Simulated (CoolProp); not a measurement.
Saturation properties of R1224YDZ (Tc = 155.5 °C, pc = 3334 kPa, ω = 0.325).

The numbers come from the reference Helmholtz-energy equation of state, Akasaka 2023 in CoolProp.

```json
[
 {"T (°C)": "-37.35", "p (kPa)": "7.759", "liquid density (kg/m³)": "1519", "liquid cp (kJ/(kg K))": "1.048", "vapour Z": "0.9900"},
 {"T (°C)": "-23.35", "p (kPa)": "17.59", "liquid density (kg/m³)": "1485", "liquid cp (kJ/(kg K))": "1.066", "vapour Z": "0.9835"},
 {"T (°C)": "-9.35", "p (kPa)": "35.90", "liquid density (kg/m³)": "1450", "liquid cp (kJ/(kg K))": "1.087", "vapour Z": "0.9743"},
 {"T (°C)": "4.65", "p (kPa)": "67.19", "liquid density (kg/m³)": "1414", "liquid cp (kJ/(kg K))": "1.110", "vapour Z": "0.9620"},
 {"T (°C)": "18.65", "p (kPa)": "117.0", "liquid density (kg/m³)": "1377", "liquid cp (kJ/(kg K))": "1.137", "vapour Z": "0.9461"},
 {"T (°C)": "32.65", "p (kPa)": "191.9", "liquid density (kg/m³)": "1339", "liquid cp (kJ/(kg K))": "1.166", "vapour Z": "0.9260"},
 {"T (°C)": "46.65", "p (kPa)": "299.3", "liquid density (kg/m³)": "1298", "liquid cp (kJ/(kg K))": "1.198", "vapour Z": "0.9012"},
 {"T (°C)": "60.65", "p (kPa)": "447.1", "liquid density (kg/m³)": "1255", "liquid cp (kJ/(kg K))": "1.235", "vapour Z": "0.8711"},
 {"T (°C)": "74.65", "p (kPa)": "644.3", "liquid density (kg/m³)": "1208", "liquid cp (kJ/(kg K))": "1.279", "vapour Z": "0.8350"},
 {"T (°C)": "88.65", "p (kPa)": "900.3", "liquid density (kg/m³)": "1157", "liquid cp (kJ/(kg K))": "1.331", "vapour Z": "0.7920"},
 {"T (°C)": "102.65", "p (kPa)": "1226", "liquid density (kg/m³)": "1100", "liquid cp (kJ/(kg K))": "1.399", "vapour Z": "0.7405"},
 {"T (°C)": "116.65", "p (kPa)": "1632", "liquid density (kg/m³)": "1035", "liquid cp (kJ/(kg K))": "1.497", "vapour Z": "0.6782"}
]
```

It boils at 14.9 °C under 1 atm.
